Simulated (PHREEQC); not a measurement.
Dissolve 0.096 mol/kgw Cu(NO3)2, 0.099 mol/kgw H2SO4 and 0.0034 mol/kgw KCl at 25 °C. Closed to the air; pH follows from the charge balance.

Equilibrium calculation in PHREEQC: ion-association model, phreeqc.dat.

No solid was allowed to form.

Task: What pH does the model give?

Result: pH 0.98.

Task: In which forms is Cu present?

Result: Cu+2 82 %, CuSO4 18 % of the Cu.

Species that the database lacks are ignored.
